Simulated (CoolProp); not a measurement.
Toluene along the isobar 55.9 bar: density (kg/m³) from the reference equation and from simpler models built on Tc = 591.7 K, pc = 41.26 bar, ω = 0.266; each cubic takes its own stable root.

Values from CoolProp's reference Helmholtz-energy equation of state, Lemmon 2006. It is a short technical equation, of lower accuracy than the large ones.

| T (K) | phase | reference | van der Waals | Redlich-Kwong |
|---|---|---|---|---|
| 411.3 | liquid | 759.1 | 461.8 | 660.2 |
| 441.1 | liquid | 727.6 | 445.4 | 629.1 |
| 470.9 | liquid | 693.7 | 427.4 | 594.8 |
| 500.7 | liquid | 656.1 | 407.4 | 556.3 |
| 530.5 | liquid | 612.7 | 384.5 | 512.1 |
| 560.4 | liquid | 559.0 | 357.2 | 458.8 |
| 590.2 | liquid | 482.5 | 322.5 | 389.4 |
| 620 | supercritical | 295.1 | 271.2 | 277.7 |
